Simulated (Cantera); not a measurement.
What does this Cantera script print?

```python
import numpy as np
import cantera as ct

gas_names = [...]  # 86 gases of nasa_gas.yaml made of C, H
cond_names = """
    C(gr) C6H6(L) C7H8(L) C8H18(L),n-octa
""".split()


# ... load() reads the species with a 1 bar reference pressure and builds the phases ...
atoms = {
    'CH4': {'C': 1, 'H': 4},
    'H2': {'H': 2},
}
top_T = {'C(gr)': 4500}  # K; cautious upper limits of use, not melting points


# ... equilibrate(T, P, feed) seeds the gas with the atoms and calls Mixture.equilibrate('TP', solver="vcs", rtol=1e-11, max_steps=5000) ...
results = []
feed = {'CH4': 1, 'H2': 10}  # mol
P = 22000  # Pa
for T in [3000, 3250, 3500, 3750, 4000, 4250, 4500, 4750, 5000]:
    mix = equilibrate(T, P, feed)
    results.append((T, P, feed, dict(zip(mix.species_names, mix.species_moles))))
    x = sorted(zip(gas.X, gas.species_names), reverse=True)
    print(f"T = {T:g} K  P = {P:g} Pa  gas = {mix.phase_moles(0):.4g} mol")
    print("   x: " + "  ".join(f"{s} {v:.3e}" for v, s in x if v > 1e-05))
    print("   condensed (mol): " + ("  ".join(f"{mix.phase(i).name} {mix.phase_moles(i):.4g}"
          for i in range(1, mix.n_phases) if mix.phase_moles(i) > 1e-12) or "none"))
```

Output:

```
T = 3000 K  P = 22000 Pa  gas = 13.98 mol
   x: H2 6.863e-01  H 2.789e-01  C2H2,acetylene 3.073e-02  C2H 2.146e-03  C3 8.661e-04  C4H2 5.741e-04  C 1.955e-04  C2 1.037e-04  C2H2,vinylidene 9.689e-05  CH3 4.414e-05  CH2 4.171e-05  CH 3.411e-05  C5 1.141e-05  C6H2 1.138e-05
   condensed (mol): none
T = 3250 K  P = 22000 Pa  gas = 15.94 mol
   x: H2 4.906e-01  H 4.794e-01  C2H2,acetylene 1.981e-02  C2H 4.620e-03  C3 3.160e-03  C 1.192e-03  C2 5.847e-04  C4H2 3.339e-04  CH 1.203e-04  C2H2,vinylidene 1.060e-04  CH2 6.401e-05  C5 3.870e-05  CH3 2.712e-05  C4 1.195e-05
   condensed (mol): none
T = 3500 K  P = 22000 Pa  gas = 18.63 mol
   x: H 6.811e-01  H2 2.926e-01  C2H2,acetylene 7.747e-03  C3 5.754e-03  C2H 5.677e-03  C 4.741e-03  C2 1.835e-03  CH 2.672e-04  C4H2 8.544e-05  C2H2,vinylidene 6.498e-05  CH2 6.201e-05  C5 4.749e-05  C4 2.350e-05  CH3 1.071e-05
   condensed (mol): none
T = 3750 K  P = 22000 Pa  gas = 21.25 mol
   x: H 8.239e-01  H2 1.486e-01  C 1.274e-02  C3 5.168e-03  C2H 3.994e-03  C2 3.261e-03  C2H2,acetylene 1.806e-03  CH 3.866e-04  CH2 3.888e-05  C2H2,vinylidene 2.226e-05  C5 2.006e-05  C4 1.845e-05
   condensed (mol): none
T = 4000 K  P = 22000 Pa  gas = 23.08 mol
   x: H 8.974e-01  H2 6.974e-02  C 2.440e-02  C2 3.500e-03  C3 2.459e-03  C2H 1.757e-03  CH 3.969e-04  C2H2,acetylene 2.794e-04  CH2 1.765e-05
   condensed (mol): none
T = 4250 K  P = 22000 Pa  gas = 24.09 mol
   x: H 9.295e-01  C 3.379e-02  H2 3.297e-02  C2 2.268e-03  C3 6.062e-04  C2H 4.978e-04  CH 3.044e-04  C2H2,acetylene 3.029e-05
   condensed (mol): none
T = 4500 K  P = 22000 Pa  gas = 24.55 mol
   x: H 9.443e-01  C 3.782e-02  H2 1.641e-02  C2 1.083e-03  CH 1.985e-04  C2H 1.121e-04  C3 1.028e-04
   condensed (mol): none
T = 4750 K  P = 22000 Pa  gas = 24.77 mol
   x: H 9.515e-01  C 3.915e-02  H2 8.670e-03  C2 4.894e-04  CH 1.259e-04  C2H 2.571e-05  C3 1.724e-05  Electron 1.200e-05  C+ 1.120e-05
   condensed (mol): none
T = 5000 K  P = 22000 Pa  gas = 24.87 mol
   x: H 9.552e-01  C 3.962e-02  H2 4.852e-03  C2 2.302e-04  CH 8.164e-05  Electron 2.575e-05  C+ 2.367e-05
   condensed (mol): none
```

Equilibrium computed with Cantera from the NASA thermochemical tables; the gas is ideal and each condensed phase is pure.
